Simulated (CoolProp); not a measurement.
The fluid at 831.35 K and 0.29 MPa is throttled through a valve to 0.0138 MPa with no heat exchange. The same conditions are run with several fluids, on thermodynamics alone (safety and materials aside).

Computed with CoolProp (reference Helmholtz-energy equation of state of each fluid (oxygen: Schmidt 1985; normal hydrogen: Leachman 2009; carbon dioxide: Span 1996; dry air: Lemmon 2000; nitrogen: Span 2000)). Blends and air are pseudo-pure fits.

```csv
fluid,temperature change (K),final density (kg/m³)
oxygen,+0.0,0.0639
normal hydrogen,+0.2,0.00402
carbon dioxide,-0.2,0.0879
dry air,+0.1,0.0578
nitrogen,+0.1,0.0559
```

Above 300 K oxygen's equation is extrapolated.
